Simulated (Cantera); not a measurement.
What does this Cantera script print?

```python
import numpy as np
import cantera as ct

gas = ct.Solution("gri30.yaml")
gas.TPX = 950, 49000, {'H2': 1.8, 'O2': 1, 'N2': 1.6, 'H2O': 0.0059}
reactor = ct.IdealGasConstPressureReactor(gas, energy="off", clone=False)
net = ct.ReactorNet([reactor])
net.rtol, net.atol = 1e-08, 1e-18
show = ['H2', 'O2', 'NO', 'N2O', 'NO2', 'OH']
times = np.geomspace(0.0004, 200, 15)

steps = ct.SolutionArray(gas, extra=["t"])
rows = []
print(f"{'t/s':>10s}{'T/K':>9s}{'P/Pa':>11s}" + "".join(f"{s:>11s}" for s in show))
for t in times:
    while net.time < t:
        t_next = net.step()
        steps.append(gas.state, t=t_next)
    rows.append([np.interp(t, steps.t, y) for y in (steps.T, steps.P, *steps(*show).X.T)])
    print(f"{t:10.3e}{rows[-1][0]:9.1f}{rows[-1][1]:11.4g}" + "".join(f"{x:11.3e}" for x in rows[-1][2:]))
rate = np.gradient(steps.T, steps.t)
print("integrator steps:", len(steps.t))
if steps.T.max() > steps.T[0] + 200:
    print(f"time of steepest temperature rise: {steps.t[rate.argmax()]:.4e} s")
gas.TPX = 950, 49000, {'H2': 1.8, 'O2': 1, 'N2': 1.6, 'H2O': 0.0059}
gas.equilibrate("TP")
print(f"equilibrium (TP): T = {gas.T:.1f} K  " + "  ".join(f"{s} {gas[s].X[0]:.3e}" for s in show))
```

It prints:

```
       t/s      T/K       P/Pa         H2         O2         NO        N2O        NO2         OH
 4.000e-04    950.0    4.9e+04  4.084e-01  2.269e-01  1.400e-13  1.569e-12  9.712e-16  1.808e-06
 1.021e-03    950.0    4.9e+04  1.734e-01  1.126e-01  1.043e-07  3.078e-09  1.381e-08  2.192e-06
 2.607e-03    950.0    4.9e+04  1.732e-01  1.126e-01  2.723e-08  3.084e-09  9.092e-08  2.570e-08
 6.657e-03    950.0    4.9e+04  1.731e-01  1.125e-01  2.605e-08  3.090e-09  9.210e-08  2.793e-08
 1.700e-02    950.0    4.9e+04  1.727e-01  1.123e-01  3.053e-08  3.107e-09  8.764e-08  4.132e-08
 4.339e-02    950.0    4.9e+04  1.707e-01  1.112e-01  3.975e-08  3.174e-09  7.849e-08  8.664e-08
 1.108e-01    950.0    4.9e+04  1.610e-01  1.064e-01  4.820e-08  3.465e-09  7.033e-08  1.601e-07
 2.828e-01    950.0    4.9e+04  1.339e-01  9.329e-02  4.741e-08  4.314e-09  7.194e-08  1.612e-07
 7.221e-01    950.0    4.9e+04  8.644e-02  7.032e-02  4.461e-08  6.226e-09  7.617e-08  1.458e-07
 1.844e+00    950.0    4.9e+04  3.108e-02  4.354e-02  3.972e-08  1.010e-08  8.309e-08  1.379e-07
 4.707e+00    950.0    4.9e+04  2.521e-03  2.974e-02  1.849e-08  1.596e-08  1.059e-07  1.239e-07
 1.202e+01    950.0    4.9e+04  1.664e-04  2.860e-02  3.370e-09  1.750e-08  1.212e-07  3.039e-08
 3.068e+01    950.0    4.9e+04  2.302e-05  2.853e-02  1.654e-09  1.740e-08  1.229e-07  1.213e-08
 7.834e+01    950.0    4.9e+04  1.775e-06  2.852e-02  3.780e-09  1.656e-08  1.208e-07  8.068e-09
 2.000e+02    950.0    4.9e+04  2.021e-09  2.852e-02  7.952e-08  1.438e-08  4.505e-08  1.941e-08
integrator steps: 2531
equilibrium (TP): T = 950.0 K  H2 7.991e-11  O2 2.852e-02  NO 4.947e-06  N2O 2.286e-10  NO2 9.877e-08  OH 6.791e-08
```

Cantera simulation using GRI-Mech 3.0 (53 species, 325 reactions); the numbers are that mechanism's predictions, not measurements. The temperature is held fixed by assumption; the heat of reaction is taken as removed at once.
